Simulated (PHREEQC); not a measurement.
HNO3 is added in steps, without added water, to 1 kg of water holding 40 mmol/kgw NaOH and 0.17 mmol/kgw K2CO3, at 65 °C. O2 is buffered at 0.21 atm. The system is closed to CO2. Solids allowed: Nahcolite, Natron. Others were left out.

Base run: PHREEQC, ion-association model, wateq4f.dat. Each further column changes one thing. The table gives HCO3- (mol/kgw).

```json
[
 {"HNO3 added (mol)": "0", "base": "1.58e-6", "temperature from 65 to 45 °C": "9.61e-7", "0.05 mol/kgw CsBr added": "1.66e-6", "NaOH from 0.04 to 0.004 mol/kgw": "3.56e-5", "no solid may form": "1.58e-6"},
 {"HNO3 added (mol)": "0.0066", "base": "1.88e-6", "temperature from 65 to 45 °C": "1.15e-6", "0.05 mol/kgw CsBr added": "1.98e-6", "NaOH from 0.04 to 0.004 mol/kgw": "4.51e-8", "no solid may form": "1.88e-6"},
 {"HNO3 added (mol)": "0.0154", "base": "2.55e-6", "temperature from 65 to 45 °C": "1.56e-6", "0.05 mol/kgw CsBr added": "2.68e-6", "NaOH from 0.04 to 0.004 mol/kgw": "9.91e-9", "no solid may form": "2.55e-6"},
 {"HNO3 added (mol)": "0.022", "base": "3.46e-6", "temperature from 65 to 45 °C": "2.12e-6", "0.05 mol/kgw CsBr added": "3.64e-6", "NaOH from 0.04 to 0.004 mol/kgw": "6.44e-9", "no solid may form": "3.46e-6"},
 {"HNO3 added (mol)": "0.0286", "base": "5.40e-6", "temperature from 65 to 45 °C": "3.32e-6", "0.05 mol/kgw CsBr added": "5.67e-6", "NaOH from 0.04 to 0.004 mol/kgw": "4.82e-9", "no solid may form": "5.40e-6"},
 {"HNO3 added (mol)": "0.0374", "base": "2.12e-5", "temperature from 65 to 45 °C": "1.36e-5", "0.05 mol/kgw CsBr added": "2.22e-5", "NaOH from 0.04 to 0.004 mol/kgw": "3.66e-9", "no solid may form": "2.12e-5"},
 {"HNO3 added (mol)": "0.044", "base": "3.37e-8", "temperature from 65 to 45 °C": "3.39e-8", "0.05 mol/kgw CsBr added": "3.75e-8", "NaOH from 0.04 to 0.004 mol/kgw": "3.11e-9", "no solid may form": "3.37e-8"}
]
```

Away from 25 °C the constants follow the database's enthalpies or fits; those with neither stay at their 25 °C values.
